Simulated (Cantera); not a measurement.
# Low-pressure radical oxidation in H2/O2

An isothermal, constant-pressure homogeneous reactor starts with 0.332 % H₂, 30.2 % O₂, 69.5 % N₂, at 1075 K and 0.0133 bar.

Model: the H2/O2 subset of GRI-Mech 3.0, which has no nitrogen chemistry, integrated in Cantera. Radical loss at walls, strong at low pressure, is not modelled.

```json
[
 {"t (s)": "0.000100", "x H₂": "0.00332", "x O₂": "0.302", "x H": "5.48e-12", "x O": "1.10e-12", "x H₂O₂": "<1e-12"},
 {"t (s)": "0.000270", "x H₂": "0.00332", "x O₂": "0.302", "x H": "1.15e-11", "x O": "6.64e-12", "x H₂O₂": "<1e-12"},
 {"t (s)": "0.000728", "x H₂": "0.00332", "x O₂": "0.302", "x H": "2.06e-11", "x O": "3.38e-11", "x H₂O₂": "<1e-12"},
 {"t (s)": "0.00196", "x H₂": "0.00332", "x O₂": "0.302", "x H": "4.37e-11", "x O": "1.63e-10", "x H₂O₂": "<1e-12"},
 {"t (s)": "0.00529", "x H₂": "0.00332", "x O₂": "0.302", "x H": "2.06e-10", "x O": "1.22e-9", "x H₂O₂": "<1e-12"},
 {"t (s)": "0.0143", "x H₂": "0.00332", "x O₂": "0.302", "x H": "8.93e-9", "x O": "5.91e-8", "x H₂O₂": "<1e-12"},
 {"t (s)": "0.0385", "x H₂": "0.00226", "x O₂": "0.301", "x H": "0.000146", "x O": "0.000667", "x H₂O₂": "2.38e-8"},
 {"t (s)": "0.104", "x H₂": "1.55e-5", "x O₂": "0.299", "x H": "0.000150", "x O": "0.00208", "x H₂O₂": "6.45e-9"},
 {"t (s)": "0.280", "x H₂": "8.40e-6", "x O₂": "0.300", "x H": "6.43e-5", "x O": "0.00120", "x H₂O₂": "6.08e-9"},
 {"t (s)": "0.756", "x H₂": "3.00e-6", "x O₂": "0.301", "x H": "1.38e-5", "x O": "0.000432", "x H₂O₂": "5.50e-9"},
 {"t (s)": "2.04", "x H₂": "6.68e-7", "x O₂": "0.301", "x H": "1.51e-6", "x O": "9.84e-5", "x H₂O₂": "3.93e-9"},
 {"t (s)": "5.50", "x H₂": "1.17e-7", "x O₂": "0.301", "x H": "1.16e-7", "x O": "1.78e-5", "x H₂O₂": "1.78e-9"},
 {"t (s)": "14.8", "x H₂": "2.05e-8", "x O₂": "0.301", "x H": "8.96e-9", "x O": "3.21e-6", "x H₂O₂": "5.22e-10"},
 {"t (s)": "40.0", "x H₂": "4.17e-9", "x O₂": "0.301", "x H": "8.55e-10", "x O": "6.71e-7", "x H₂O₂": "1.33e-10"}
]
```
x: mole fraction; the columns are a selection and need not sum to one.

Equilibrium at this temperature and pressure: H₂ 3.71e-11, O₂ 0.301, H <1e-12, O 6.27e-9, H₂O₂ 1.45e-12 (gas phase only).
